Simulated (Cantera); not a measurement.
A closed system holds: 1 mol Si, 1 mol Cl2, 14 mol H2, at 800 K and 5180 Torr.

Method: chemical equilibrium by Gibbs-energy minimisation in Cantera with the NASA 1993 tables (ideal gas, pure condensed phases). Candidate condensed phases: Si; 19 gas species. Equilibrium is a limit: real reactors are often held back by kinetics, nucleation or transport.

Base state: H2 0.957, SiHCl3 0.0240, SiCl4 0.0150, SiH2Cl2 0.00312, HCl 0.000539, SiH3Cl 9.32e-5 (mole fractions); condensed: Si(s).

**Question.** What changes in the equilibrium state with this change: pressure from 5180 Torr to 750 Torr?

**Answer.** 
```tsv
species	before	after
H2	0.957	0.959
SiCl4	0.0150	0.0199
SiHCl3	0.0240	0.0184
SiH3Cl	9.32e-5	2.36e-5
SiH2Cl2	0.00312	0.00137
SiCl3	6.48e-6	1.30e-5
HCl	0.000539	0.000939
Si(s), mol	0.392	0.427
```
The tables' values for SiCl3 are old estimates; treat these amounts as uncertain.
